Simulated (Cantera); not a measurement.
An adiabatic, constant-volume homogeneous reactor starts with CH₄ : H₂ : O₂ : N₂ = 1 : 0.49 : 3.16 : 11.9 (molar parts), equivalence ratio 0.71, at 1550 K and 760 Torr.

Detailed kinetics in Cantera: GRI-Mech 3.0 (53 species, 325 reactions).

x: mole fraction; the columns are a selection and need not sum to one.

```csv
t (s),T (K),P (bar),x CH₄,x H₂,x O₂,x H,x CH₃,x HCO
2.00e-6,1550,1.01,0.0604,0.0296,0.191,___,5.33e-7,<1e-12
6.93e-6,1550,1.01,0.0604,0.0296,0.191,___,2.79e-6,1.14e-12
2.40e-5,1550,1.01,0.0604,0.0296,0.191,___,1.91e-5,3.99e-11
8.32e-5,1552,1.01,0.0596,0.0293,0.190,___,0.000575,5.25e-8
0.000288,2811,1.87,<1e-12,0.00893,0.0581,0.00614,<1e-12,2.10e-8
0.001000,2805,1.86,<1e-12,0.00882,0.0540,0.00578,<1e-12,2.00e-8
0.00346,2798,1.85,<1e-12,0.00882,0.0515,0.00564,<1e-12,1.96e-8
0.0120,2797,1.85,<1e-12,0.00882,0.0514,0.00563,<1e-12,1.95e-8
0.0416,2797,1.85,<1e-12,0.00882,0.0514,0.00563,<1e-12,1.95e-8
0.144,2797,1.85,<1e-12,0.00882,0.0514,0.00563,<1e-12,1.95e-8
0.500,2797,1.85,<1e-12,0.00882,0.0514,0.00563,<1e-12,1.95e-8
1.73,2797,1.85,<1e-12,0.00882,0.0514,0.00563,<1e-12,1.95e-8
6.00,2797,1.85,<1e-12,0.00882,0.0514,0.00563,<1e-12,1.95e-8
```

What belongs in the gaps?


- 2.00e-6, x H: 7.05e-8
- 6.93e-6, x H: 1.34e-7
- 2.40e-5, x H: 5.39e-7
- 8.32e-5, x H: 1.74e-5
